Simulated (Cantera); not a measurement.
Charge: 1 mol Si, a varied amount of HCl, 71 mol H2, held at 1623 K and 34.0 Pa.

These are equilibrium values from Cantera (NASA tables, ideal gas, pure condensed phases), not measurements of a reactor. Candidate condensed phases: Si; 19 gas species. The tables' values for SiCl, SiCl3 are old estimates; treat these amounts as uncertain. Rates play no part.

x: gas mole fraction; n: condensed amount in mol.

| n(HCl) (mol) | x H2 | x HCl | x SiCl2 | x H | x Cl | x Si | x SiCl | n Si(s) |
|---|---|---|---|---|---|---|---|---|
| 2.4 | 0.966 | 0.0271 | 0.00267 | 0.00368 | (withheld) | 0.000460 | 6.49e-5 | 0.763 |
| 3.4 | 0.955 | 0.0359 | 0.00473 | 0.00366 | (withheld) | 0.000460 | 8.64e-5 | 0.604 |
| 4.8 | 0.941 | 0.0467 | 0.00810 | 0.00364 | (withheld) | 0.000460 | 0.000113 | 0.338 |
| 6.8 | 0.921 | 0.0623 | 0.0123 | 0.00360 | (withheld) | 0.000383 | 0.000127 | 0 |
| 9.5 | 0.891 | 0.0931 | 0.0121 | 0.00354 | (withheld) | 0.000164 | 8.25e-5 | 0 |
| 13 | 0.854 | 0.130 | 0.0117 | 0.00346 | (withheld) | 7.73e-5 | 5.57e-5 | 0 |
| 19 | 0.797 | 0.188 | 0.0110 | 0.00335 | (withheld) | 3.26e-5 | 3.50e-5 | 0 |
| 26 | 0.740 | 0.246 | 0.0102 | 0.00322 | (withheld) | 1.64e-5 | 2.39e-5 | 0 |

Task: Complete the blanks.

Result: 
- 2.4, x Cl: 8.15e-5
- 3.4, x Cl: 0.000109
- 4.8, x Cl: 0.000142
- 6.8, x Cl: 0.000192
- 9.5, x Cl: 0.000291
- 13, x Cl: 0.000417
- 19, x Cl: 0.000622
- 26, x Cl: 0.000845
